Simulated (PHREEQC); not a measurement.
Dissolve 0.14 mol CuCl2 and 1 mol KCl per kg of water at 25 °C. Closed to the air; pH follows from the charge balance.

All values are PHREEQC results (ion-association model, wateq4f.dat), not measurements.

Each row changes one thing in this solution. No solid was allowed to form.

```csv
case,pH,ionic strength (mol/kgw),CuOH+ (mol/kgw),Cu(OH)2 (mol/kgw),SI of Tenorite (CuO),SI of Cu(OH)2 (Cu(OH)2)
as made,4.49,1.29,7.81e-6,2.09e-7,-0.47,-1.51
diluted 5-fold with water,4.63,0.274,4.18e-6,2.41e-7,-0.53,-1.55
temperature from 25 to 70 °C,4.29,1.17,1.46e-6,2.47e-8,+0.05,-0.98
0.82 mol/kgw NaOH added,13.26,?,1.31e-9,?,+4.51,+3.46
diluted 10-fold with water,4.76,0.139,3.48e-6,3.01e-7,-0.45,-1.47
```

Q: Complete the blanks.

A: 
- 0.82 mol/kgw NaOH added, ionic strength (mol/kgw): 1.92
- 0.82 mol/kgw NaOH added, Cu(OH)2 (mol/kgw): 0.0169

The ionic strength passes 0.7 mol/kgw, the rough limit of the ion-association models, in as made; temperature from 25 to 70 °C; 0.82 mol/kgw NaOH added. Some of these states are supersaturated (in Atacamite, Cu(OH)2, for instance). At this temperature some constants are extrapolated from 25 °C, and those without enthalpy data are left unchanged. The database's constant for dissolved Cu(OH)2 is higher than later reviews accept.
